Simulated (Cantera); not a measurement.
Cantera run:

```python
import numpy as np
import cantera as ct

gas_names = """
    F F2 H HF H2 H2F2 H3F3 H4F4 H5F5 H6F6 H7F7 N NF NF2 NF3 NH NH2 NH3 N2 N2H2 N2H4 Si SiF SiF2 SiF3
    SiF4 SiH SiHF3 SiH2 SiH2F2 SiH3 SiH3F SiH4 SiN Si2 Si2N Si3
""".split()
cond_names = """
    Si(cr) Si(L) Si3N4(a)
""".split()


def load(file, names, dense=False):
    # The tables refer to 1 bar. Condensed volumes are neglected.
    table = {s.name: s for s in ct.Species.list_from_file(file)}
    out = []
    for n in names:
        d = dict(table[n].input_data)
        d["thermo"] = dict(d["thermo"], **{"reference-pressure": 1e5})
        if dense:
            d["equation-of-state"] = {"model": "constant-volume", "density": "1e6 g/cm^3"}
        out.append(ct.Species.from_dict(d))
    return out


gas = ct.Solution(thermo="ideal-gas", species=load("nasa_gas.yaml", gas_names))
cond = {s.name: ct.Solution(thermo="fixed-stoichiometry", species=[s], name=s.name)
        for s in load("nasa_condensed.yaml", cond_names, dense=True)}
atoms = {
    'Si': {'Si': 1},
    'HF': {'H': 1, 'F': 1},
    'N2': {'N': 2},
}
top_T = {'Si3N4(a)': 2400}  # K; cautious upper limits of use, not melting points


def equilibrate(T, P, feed):
    n = {}
    for name, mol in feed.items():
        for a, k in atoms[name].items():
            n[a] = n.get(a, 0.0) + k * mol
    gas.TPX = T, P, n
    mass = sum(n.values()) * gas.mean_molecular_weight
    gas.equilibrate("TP")
    valid = [c for c in cond.values() if c.min_temp <= T <= top_T.get(c.name, c.max_temp)]
    mix = ct.Mixture([(gas, mass / gas.mean_molecular_weight)] + [(c, 0.0) for c in valid])
    mix.T, mix.P = T, P
    mix.equilibrate("TP", solver="vcs", rtol=1e-11, max_steps=5000)
    return mix


results = []
feed = {'Si': 1, 'HF': 16, 'N2': 8.6}  # mol
P = 3.9  # Pa
for T in [700, 800, 900, 1000, 1100, 1200, 1300, 1400, 1500, 1600, 1700]:
    mix = equilibrate(T, P, feed)
    results.append((T, P, feed, dict(zip(mix.species_names, mix.species_moles))))

top = {s: max(r[3][s] / sum(r[3][g] for g in gas_names) for r in results) for s in gas_names}
cols = sorted((s for s in top if top[s] > 1e-05), key=lambda s: -top[s])[:5]
seen = [c for c in cond_names if any(r[3].get(c, 0) > 1e-12 for r in results)]
print("log10 of partial pressures in bar; condensed amounts in mol")
print(f"{'T/K':>10s}" + "".join(f"{s[:9]:>10s}" for s in cols + seen))
for T, P, feed, n in results:
    ng = sum(n[g] for g in gas_names)
    print(f"{T:10.4g}" + "".join(f"{np.log10(max(n[s] / ng * P / 1e5, 1e-99)):10.3f}" for s in cols)
          + "".join(f"{n.get(c, 0):10.4g}" for c in seen))
```

Result:

```
log10 of partial pressures in bar; condensed amounts in mol
       T/K        HF        N2        H2      SiF4      SiF3
       700    -4.703    -4.847    -5.481    -5.782   -17.390
       800    -4.703    -4.847    -5.481    -5.782   -15.010
       900    -4.703    -4.847    -5.481    -5.782   -13.164
      1000    -4.703    -4.847    -5.481    -5.782   -11.691
      1100    -4.703    -4.847    -5.481    -5.782   -10.490
      1200    -4.703    -4.847    -5.481    -5.782    -9.492
      1300    -4.703    -4.847    -5.481    -5.782    -8.651
      1400    -4.703    -4.847    -5.482    -5.785    -7.935
      1500    -4.702    -4.848    -5.487    -5.795    -7.327
      1600    -4.701    -4.849    -5.500    -5.827    -6.825
      1700    -4.697    -4.851    -5.533    -5.907    -6.449
```

Method: chemical equilibrium by Gibbs-energy minimisation in Cantera with the NASA 1993 tables (ideal gas, pure condensed phases). The tables' values for SiF3, SiF2 are old estimates; treat these amounts as uncertain.
